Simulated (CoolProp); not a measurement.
R245ca along the isobar 100 bar: fugacity coefficient from the reference equation and from simpler models built on Tc = 174.4 °C, pc = 39.41 bar, ω = 0.355; each cubic takes its own stable root.

The numbers come from the reference Helmholtz-energy equation of state, Zhou 2016 in CoolProp.

```json
[
 {"T (°C)": "81.45", "phase": "liquid", "reference": "0.07346"},
 {"T (°C)": "87.25", "phase": "liquid", "reference": "0.08361"},
 {"T (°C)": "93.05", "phase": "liquid", "reference": "0.09459"},
 {"T (°C)": "98.85", "phase": "liquid", "reference": "0.1064"},
 {"T (°C)": "104.55", "phase": "liquid", "reference": "0.1189"},
 {"T (°C)": "110.35", "phase": "liquid", "reference": "0.1324"},
 {"T (°C)": "116.15", "phase": "liquid", "reference": "0.1467"},
 {"T (°C)": "121.95", "phase": "liquid", "reference": "0.1619"},
 {"T (°C)": "127.65", "phase": "liquid", "reference": "0.1776"},
 {"T (°C)": "133.45", "phase": "liquid", "reference": "0.1942"},
 {"T (°C)": "139.25", "phase": "liquid", "reference": "0.2116"},
 {"T (°C)": "145.05", "phase": "liquid", "reference": "0.2297"},
 {"T (°C)": "150.85", "phase": "liquid", "reference": "0.2485"}
]
```

Task: How far does each simpler model (van der Waals, Redlich-Kwong, Soave-Redlich-Kwong, Peng-Robinson) lie from the reference over these 13 states: mean and median of the absolute difference, and the worst?

Result: 
- van der Waals: mean 86.1 %, median 78.5 %, worst +161.1 % at 81.45 °C and 100 bar
- Redlich-Kwong: mean 30.7 %, median 29.2 %, worst +52.7 % at 81.45 °C and 100 bar
- Soave-Redlich-Kwong: mean 5.9 %, median 6.1 %, worst +6.4 % at 150.85 °C and 100 bar
- Peng-Robinson: mean 0.5 %, median 0.5 %, worst -1.1 % at 81.45 °C and 100 bar
